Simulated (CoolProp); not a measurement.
Ethylene along the isotherm 161.1 K: Z from the reference equation and from simpler models built on Tc = 282.4 K, pc = 5.042 MPa, ω = 0.087; each cubic takes its own stable root.

The numbers come from the reference Helmholtz-energy equation of state, Smukala 2000 in CoolProp.

| p (MPa) | phase | reference |
|---|---|---|
| 0.54 | liquid | 0.01951 |
| 1.08 | liquid | 0.03898 |
| 1.62 | liquid | 0.05842 |
| 2.16 | liquid | 0.07783 |
| 2.7 | liquid | 0.09721 |
| 3.24 | liquid | 0.1166 |
| 3.78 | liquid | 0.1359 |
| 4.32 | liquid | 0.1552 |
| 4.86 | liquid | 0.1744 |
| 5.4 | liquid | 0.1936 |
| 5.94 | liquid | 0.2128 |
| 6.48 | liquid | 0.2320 |
| 7.02 | liquid | 0.2511 |
| 7.56 | liquid | 0.2702 |

Task: How far does each simpler model (van der Waals, Redlich-Kwong, Soave-Redlich-Kwong, Peng-Robinson) lie from the reference over these 14 states: mean and median of the absolute difference, and the worst?

Result: 
- van der Waals: mean 51.7 %, median 51.6 %, worst +52.9 % at 161.1 K and 0.54 MPa
- Redlich-Kwong: mean 3.4 %, median 3.4 %, worst +3.6 % at 161.1 K and 0.54 MPa
- Soave-Redlich-Kwong: mean 3.4 %, median 3.4 %, worst +3.6 % at 161.1 K and 0.54 MPa
- Peng-Robinson: mean 8.2 %, median 8.2 %, worst -8.2 % at 161.1 K and 7.56 MPa
